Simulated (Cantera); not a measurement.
An isothermal, constant-pressure homogeneous reactor starts with NH₃ : H₂ = 1 : 1.4 (molar parts), at 1850 K and 0.0133 bar.

Cantera simulation using the gas-phase N/H chemistry of the illustrative SiF4/NH3 mechanism in the Surface Chemkin manual (1991); the numbers are that mechanism's predictions, not measurements. Walls and surfaces, which speed up NH3 decomposition in real reactors, are not modelled.

x: mole fraction; the columns are a selection and need not sum to one.

```csv
t (s),x NH₃,x H₂,x NH,x N₂H₄,x NH₂
2.00e-5,0.417,0.583,<1e-12,<1e-12,2.45e-7
0.000100,0.417,0.583,3.85e-11,<1e-12,1.32e-6
0.000503,0.417,0.583,1.52e-9,<1e-12,6.69e-6
0.00252,0.417,0.583,4.18e-8,2.59e-11,3.36e-5
0.0126,0.416,0.583,1.02e-6,6.37e-10,0.000166
0.0633,0.414,0.585,7.06e-6,4.54e-9,0.000443
0.317,0.397,0.596,7.13e-6,4.39e-9,0.000436
1.59,0.325,0.642,6.69e-6,3.33e-9,0.000379
7.98,___,___,___,___,___
40.0,0.00753,0.847,1.72e-6,1.88e-11,2.86e-5
```

Question: Complete the blanks.

Answer: 
- 7.98, x NH₃: 0.140
- 7.98, x H₂: 0.762
- 7.98, x NH: 4.93e-6
- 7.98, x N₂H₄: 1.03e-9
- 7.98, x NH₂: 0.000211
